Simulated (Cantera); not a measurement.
**Thermodynamics of silicon nitride deposition, feed SiH4 + N2 + H2O**

Input: 1 mol SiH4, 0.56 mol N2, 0.063 mol H2O, equilibrated at 1.00 bar.

Equilibrium computed with Cantera from the NASA thermochemical tables; the gas is ideal and each condensed phase is pure. Candidate condensed phases: H2O, Si, SiO2, Si2N2O, Si3N4; 35 gas species. N2 is the only nitrogen source here; it is nearly inert below about 1500 K, so the nitride shown seldom forms there in practice. Mutual solubility and eutectic melting of coexisting phases are not modelled. Gases not in the tables: Si2H6 and higher silanes. Kinetics and transport are ignored.

| T (K) | log p H2 | log p N2 | log p SiO | log p H | log p SiH2 | n Si(s) | n Si2N2O(s) | n Si3N4(s) | n Si(l) |
|---|---|---|---|---|---|---|---|---|---|
| 1373 | 0.00 | -5.51 | -7.53 | -5.48 | -6.60 | 0.129 | 0.0630 | 0.248 | 0 |
| 1448 | 0.00 | -4.79 | -6.63 | -5.04 | -6.13 | 0.129 | 0.0630 | 0.248 | 0 |
| 1523 | 0.00 | -4.13 | -5.82 | -4.64 | -5.70 | 0.129 | 0.0630 | 0.248 | 0 |
| 1598 | 0.00 | -3.54 | -5.09 | -4.27 | -5.31 | 0.129 | 0.0630 | 0.248 | 0 |
| 1673 | 0.00 | -3.00 | -4.43 | -3.94 | -4.96 | 0.132 | 0.0629 | 0.248 | 0 |
| 1748 | 0.00 | -2.44 | -3.85 | -3.64 | -4.69 | 0 | 0.0627 | 0.245 | 0.140 |
| 1823 | -0.01 | -1.89 | -3.33 | -3.37 | -4.46 | 0 | 0.0620 | 0.236 | 0.168 |
log p: log10 of the partial pressure in bar; n: condensed amount in mol.

From 1373 K to 1673 K the condensed part is Si(s) + Si2N2O(s) + Si3N4(s). From 1748 K to 1823 K the condensed part is Si(l) + Si2N2O(s) + Si3N4(s). The main Si-bearing gas is SiH4 at 1373 K and SiO at 1823 K.
